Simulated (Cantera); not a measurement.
Input (Python, Cantera) and output of one run.

```python
import numpy as np
import cantera as ct

gas_names = """
    H HNO HNO2 HNO3 HO2 H2 H2O H2O2 N NH NH2 NH3 NH2OH NO NO2 NO3 N2 N2H2 N2H4 N2O O OH O2 O3 Si SiH
    SiH2 SiH3 SiH4 SiN SiO SiO2 Si2 Si2N Si3
""".split()
cond_names = """
    H2O(s) H2O(L) Si(cr) Si(L) SiO2(Lqz) SiO2(hqz) SiO2(L) Si2N2O(s) Si3N4(a)
""".split()


# ... load() reads the species with a 1 bar reference pressure and builds the phases ...
atoms = {
    'Si3N4': {'Si': 3, 'N': 4},
    'O2': {'O': 2},
    'H2': {'H': 2},
}
top_T = {'Si2N2O(s)': 2100, 'Si3N4(a)': 2400}  # K; cautious upper limits of use, not melting points


# ... equilibrate(T, P, feed) seeds the gas with the atoms and calls Mixture.equilibrate('TP', solver="vcs", rtol=1e-11, max_steps=5000) ...
results = []
T = 1223  # K
P = 4.7  # Pa
for m in [0.033, 0.058, 0.099, 0.17, 0.29, 0.5, 0.87, 1.5]:
    feed = {'Si3N4': 1, 'O2': m, 'H2': 4.5}  # mol
    mix = equilibrate(T, P, feed)
    results.append((T, P, feed, dict(zip(mix.species_names, mix.species_moles))))
    x = sorted(zip(gas.X, gas.species_names), reverse=True)
    print(f"T = {T:g} K  P = {P:g} Pa  n(O2) = {m:g} mol  gas = {mix.phase_moles(0):.4g} mol")
    print("   x: " + "  ".join(f"{s} {v:.3e}" for v, s in x if v > 1e-05))
    print("   condensed (mol): " + ("  ".join(f"{mix.phase(i).name} {mix.phase_moles(i):.4g}"
          for i in range(1, mix.n_phases) if mix.phase_moles(i) > 1e-12) or "none"))
```

Result:

```
T = 1223 K  P = 4.7 Pa  n(O2) = 0.033 mol  gas = 4.522 mol
   x: H2 9.951e-01  N2 4.866e-03  H 4.375e-05
   condensed (mol): Si2N2O(s) 0.06599  Si3N4(a) 0.956
T = 1223 K  P = 4.7 Pa  n(O2) = 0.058 mol  gas = 4.539 mol
   x: H2 9.914e-01  N2 8.520e-03  H 4.367e-05
   condensed (mol): Si2N2O(s) 0.116  Si3N4(a) 0.9227
T = 1223 K  P = 4.7 Pa  n(O2) = 0.099 mol  gas = 4.566 mol
   x: H2 9.855e-01  N2 1.445e-02  H 4.354e-05
   condensed (mol): Si2N2O(s) 0.198  Si3N4(a) 0.868
T = 1223 K  P = 4.7 Pa  n(O2) = 0.17 mol  gas = 4.613 mol
   x: H2 9.754e-01  N2 2.457e-02  H 4.331e-05
   condensed (mol): Si2N2O(s) 0.34  Si3N4(a) 0.7733
T = 1223 K  P = 4.7 Pa  n(O2) = 0.29 mol  gas = 4.693 mol
   x: H2 9.588e-01  N2 4.119e-02  H 4.294e-05
   condensed (mol): Si2N2O(s) 0.58  Si3N4(a) 0.6133
T = 1223 K  P = 4.7 Pa  n(O2) = 0.5 mol  gas = 4.833 mol
   x: H2 9.310e-01  N2 6.896e-02  H 4.232e-05
   condensed (mol): Si2N2O(s) 1  Si3N4(a) 0.3333
T = 1223 K  P = 4.7 Pa  n(O2) = 0.87 mol  gas = 5.082 mol
   x: H2 8.854e-01  N2 1.142e-01  SiO 2.860e-04  H 4.127e-05
   condensed (mol): SiO2(hqz) 0.1595  Si2N2O(s) 1.42
T = 1223 K  P = 4.7 Pa  n(O2) = 1.5 mol  gas = 5.502 mol
   x: H2 8.179e-01  N2 1.818e-01  SiO 2.449e-04  H 3.966e-05
   condensed (mol): SiO2(hqz) 0.9995  Si2N2O(s) 0.9996
```

Equilibrium computed with Cantera from the NASA thermochemical tables; the gas is ideal and each condensed phase is pure. Mutual solubility and eutectic melting of coexisting phases are not modelled. The tables hold silica as quartz up to 1696 K and as liquid above; real silica turns to tridymite and cristobalite and melts near 1996 K.
